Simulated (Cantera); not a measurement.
Cantera run:

```python
import numpy as np
import cantera as ct

gas_names = """
    AL ALCL ALCL2 ALCL3 ALH ALN AL2 AL2CL6 CL CL2 H HCL H2 N NH NH2 NH3 N2 N2H2 N2H4
""".split()
cond_names = """
    AL(cr) AL(L) ALCL3(s) ALCL3(L) ALN(s) NH4CL(a) NH4CL(b)
""".split()


# ... load() reads the species with a 1 bar reference pressure and builds the phases ...
atoms = {
    'AlN': {'AL': 1, 'N': 1},
    'HCl': {'H': 1, 'CL': 1},
    'H2': {'H': 2},
}
top_T = {'ALN(s)': 2750}  # K; cautious upper limits of use, not melting points


# ... equilibrate(T, P, feed) seeds the gas with the atoms and calls Mixture.equilibrate('TP', solver="vcs", rtol=1e-11, max_steps=5000) ...
results = []
T = 1225  # K
P = 24  # Pa
for m in [0.7, 1.2, 1.9, 3.2, 5.3, 8.8, 15, 24, 40]:
    feed = {'AlN': 1, 'HCl': 2.8, 'H2': m}  # mol
    mix = equilibrate(T, P, feed)
    results.append((T, P, feed, dict(zip(mix.species_names, mix.species_moles))))

top = {s: max(r[3][s] / sum(r[3][g] for g in gas_names) for r in results) for s in gas_names}
cols = sorted((s for s in top if top[s] > 1e-06), key=lambda s: -top[s])[:5]
seen = [c for c in cond_names if any(r[3].get(c, 0) > 1e-12 for r in results)]
print("log10 of partial pressures in bar; condensed amounts in mol")
print(f"{'n(H2)':>10s}" + "".join(f"{s[:9]:>10s}" for s in cols + seen))
for T, P, feed, n in results:
    ng = sum(n[g] for g in gas_names)
    print(f"{feed['H2']:10.4g}" + "".join(f"{np.log10(max(n[s] / ng * P / 1e5, 1e-99)):10.3f}" for s in cols)
          + "".join(f"{n.get(c, 0):10.4g}" for c in seen))
```

It prints:

```
log10 of partial pressures in bar; condensed amounts in mol
     n(H2)        H2     ALCL3       HCL        N2     ALCL2    ALN(s)
       0.7    -3.892    -4.278    -4.520    -4.565    -5.964    0.2029
       1.2    -3.852    -4.346    -4.533    -4.632    -5.998    0.2177
       1.9    -3.813    -4.428    -4.554    -4.711    -6.039    0.2355
       3.2    -3.768    -4.554    -4.594    -4.833    -6.103    0.2628
       5.3    -3.729    -4.711    -4.652    -4.984    -6.182     0.297
       8.8    -3.697    -4.904    -4.731    -5.167    -6.281     0.339
        15    -3.671    -5.143    -4.834    -5.387    -6.403      0.39
        24    -3.656    -5.384    -4.942    -5.600    -6.529    0.4378
        40    -3.643    -5.680    -5.076    -5.844    -6.685    0.4876
```

Method: chemical equilibrium by Gibbs-energy minimisation in Cantera with the NASA 1993 tables (ideal gas, pure condensed phases). The tables' values for AlCl2 are old estimates; treat these amounts as uncertain.
